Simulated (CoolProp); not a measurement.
The fluid at 257.45 K and 0.00641 MPa flows at 3.1 m/s in a round tube of 100 mm bore and 15 µm roughness, fully developed (64/Re and Nu = 3.66 if laminar; Colebrook and Gnielinski if turbulent). The same conditions are run with several fluids, on thermodynamics alone (safety and materials aside).

Values from CoolProp's reference Helmholtz-energy equation of state of each fluid (R236FA: Pan 2012; R407C: Lemmon 2003; R507A: Lemmon 2003; isobutane: Bücker 2006; R134a: Tillner-Roth 1994). Blends and air are pseudo-pure fits.

Problem. Rank R236FA, R407C, R507A, isobutane, R134a by Reynolds number, highest first.

Solution. R236FA (14900), R134a (9240), R507A (8830), isobutane (8300), R407C (7650)

| fluid | Darcy friction factor | pressure drop (Pa/m) | heat-transfer coefficient (W/(m² K)) | mass flow (kg/h) |
|---|---|---|---|---|
| R236FA | 0.0281 | 0.617 | 4.06 | 40.0 |
| R407C | 0.0334 | 0.415 | 2.50 | 22.7 |
| R507A | 0.0321 | 0.458 | 2.91 | 26.0 |
| isobutane | 0.0327 | 0.274 | 3.36 | 15.3 |
| R134a | 0.0318 | 0.467 | 2.92 | 26.8 |

Transport values come from each fluid's own correlations; those of R236FA, R134a are estimates that may be off by 10 % or more.
